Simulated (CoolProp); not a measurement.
Vapour-liquid equilibrium of CHF3 (R23) (1) + C2F6 (R116) (2) at 219.6 K; x and y are mole fractions of (1).

The numbers come from the multi-fluid Helmholtz-energy mixture model, Penoncello 2003 and Lemmon 2006; pair parameters Bell 2016 in CoolProp.

```csv
x,bubble pressure (kPa),y at the bubble point,dew pressure at overall composition x (kPa),liquid density (mol/L)
0.05,369.2,0.158,335.0,10.99
0.125,422.1,0.299,358.2,11.31
0.2,458.0,0.386,384.0,11.66
0.275,482.2,0.446,412.4,12.04
0.35,498.2,0.491,442.9,12.47
0.425,508.6,0.527,…,12.95
0.5,514.7,0.559,…,13.49
0.575,517.5,0.590,516.6,14.08
0.65,517.0,0.623,514.1,14.75
0.725,512.3,0.661,498.1,15.50
0.8,501.9,0.710,476.0,16.32
0.875,482.4,0.780,452.2,…
0.95,448.3,0.887,428.5,18.26
```

Question: Fill in the missing entries.

Answer: 
- 0.425, dew pressure at overall composition x (kPa): 473.9
- 0.5, dew pressure at overall composition x (kPa): 501.2
- 0.875, liquid density (mol/L): 17.24

y crosses x between x = 0.575 and 0.65: the model has an azeotrope there.

Pair parameters are fitted to limited data, so mixtures are less certain than the pure fluids.
